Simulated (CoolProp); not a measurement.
Vapour-liquid equilibrium of ethanol (1) + n-hexane (2) at 0.657 MPa; x and y are mole fractions of (1).

Values from CoolProp's multi-fluid Helmholtz-energy mixture model, Schroeder 2014 and Thol 2019; pair parameters Bell 2016.

```csv
x,"bubble temperature, mixture model (K)","bubble temperature, Raoult's law (K)","y, mixture model","y, Raoult's law"
0.05,408.3,415.7,0.167,0.062
0.125,401.8,414.8,0.304,0.150
0.2,398.6,414.0,(withheld),0.236
0.275,397.1,413.3,0.420,0.318
0.35,396.4,412.6,(withheld),0.397
0.425,396.1,411.9,0.472,0.474
0.5,396.0,411.3,0.493,0.548
0.575,396.1,410.7,(withheld),0.620
0.65,396.6,410.2,0.550,0.691
0.725,397.5,409.7,0.596,0.760
0.8,399.2,409.2,0.662,0.827
0.875,401.7,408.7,0.757,0.893
0.95,405.2,408.3,0.889,0.958
```

**Question.** Fill in the missing entries.

**Answer.** 
- 0.2, y, mixture model: 0.377
- 0.35, y, mixture model: 0.449
- 0.575, y, mixture model: 0.518

The largest gap from Raoult's law is -16.2 K in bubble temperature, at x = 0.35. y crosses x between x = 0.425 and 0.5: the model has an azeotrope there.

Pair parameters are fitted to limited data, so mixtures are less certain than the pure fluids.
